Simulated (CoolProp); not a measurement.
The numbers come from the reference Helmholtz-energy equation of state, Thol 2022 in CoolProp.

Problem. Give the vapour pressure (MPa), liquid density (kg/m³), vapour density (kg/m³) of saturated vinyl chloride at 293.2, 312.2 K.

Solution. 
| T (K) | p (MPa) | liquid density (kg/m³) | vapour density (kg/m³) |
|---|---|---|---|
| 293.2 | 0.340 | 909 | 9.35 |
| 312.2 | 0.588 | 872 | 15.8 |
